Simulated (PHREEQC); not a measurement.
Buffer (model solution)

Dissolve 0.097 mol NaHCO3, 0.00077 mol NaF and 0.011 mol KCl per kg of water at 70 °C. Closed to the air; pH follows from the charge balance.

Model: ion-association model, phreeqc.dat, run in PHREEQC.

Each row changes one thing in this solution. No solid was allowed to form.

| case | pH | ionic strength (mol/kgw) | Na+ (mol/kgw) | SI of Halite (NaCl) | SI of Sylvite (KCl) |
|---|---|---|---|---|---|
| as made | 7.62 | 0.105 | 0.0930 | -4.84 | -5.27 |
| NaF left out | 7.62 | 0.104 | 0.0922 | -4.84 | -5.27 |
| temperature from 70 to 80 °C | 7.57 | 0.104 | 0.0924 | … | … |
| NaHCO3 left out | … | 0.0118 | 0.000770 | -6.78 | -5.12 |
| diluted 2-fold with water | 7.75 | … | 0.0473 | -5.38 | -5.81 |

What belongs in the gaps?


- temperature from 70 to 80 °C, SI of Halite (NaCl): -4.85
- temperature from 70 to 80 °C, SI of Sylvite (KCl): -5.31
- NaHCO3 left out, pH: 6.64
- diluted 2-fold with water, ionic strength (mol/kgw): 0.0531

Species that the database lacks are ignored. At this temperature some constants are extrapolated from 25 °C, and those without enthalpy data are left unchanged.
